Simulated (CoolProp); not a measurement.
Computed with CoolProp (reference Helmholtz-energy equation of state, Lemmon 2006). It is a short technical equation, of lower accuracy than the large ones.

Q: Give the vapour pressure (MPa), liquid density (kg/m³), liquid cp (kJ/(kg K)), surface tension (mN/m) of saturated toluene at 329.9, 342.1, 360.3 K.

A: 
```
T (K)  p (MPa)  liquid density (kg/m³)  liquid cp (kJ/(kg K))  surface tension (mN/m)
-----  -------  ----------------------  ---------------------  ----------------------
329.9   0.0163                     832                   1.81                    24.1
342.1   0.0262                     821                   1.85                    22.6
360.3   0.0495                     803                   1.92                    20.5
```

Surface tension comes from a separate correlation (Mulero 2012).
